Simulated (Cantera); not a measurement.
Input: 1 mol c-C4F8, 0.18 mol Si, at 3548 K and 1.33 mbar.

Equilibrium computed with Cantera from the NASA thermochemical tables; the gas is ideal and each condensed phase is pure. Candidate condensed phases: C, Si, SiC; 23 gas species. The feed counts by its element totals alone. The tables' values for SiF, SiF2, SiF3 are old estimates; treat these amounts as uncertain. Rates play no part.

Base state: F 0.685, C 0.245, C2 0.0223, CF 0.0161, C3 0.0156, Si 0.0131, SiF 0.00201, SiF2 0.000576 (mole fractions); condensed: gas only.

### Question
What changes in the equilibrium state with this change: temperature from 3548 K to 925 K?

### Answer
```json
[
 {"species": "CF4", "before": "<1e-9", "after": "0.910"},
 {"species": "SiF4", "before": "6.56e-8", "after": "0.0900"},
 {"species": "F", "before": "0.685", "after": "<1e-9"},
 {"species": "C", "before": "0.245", "after": "<1e-9"},
 {"species": "C2", "before": "0.0223", "after": "<1e-9"},
 {"species": "CF", "before": "0.0161", "after": "<1e-9"},
 {"species": "C3", "before": "0.0156", "after": "<1e-9"},
 {"species": "Si", "before": "0.0131", "after": "<1e-9"},
 {"species": "SiF", "before": "0.00201", "after": "<1e-9"},
 {"species": "SiF2", "before": "0.000576", "after": "<1e-9"},
 {"species": "SiC2", "before": "0.000165", "after": "<1e-9"},
 {"species": "C(graphite), mol", "before": "0", "after": "2.18"}
]
```
Gases not in the tables: C2F6 and larger saturated fluorocarbons.
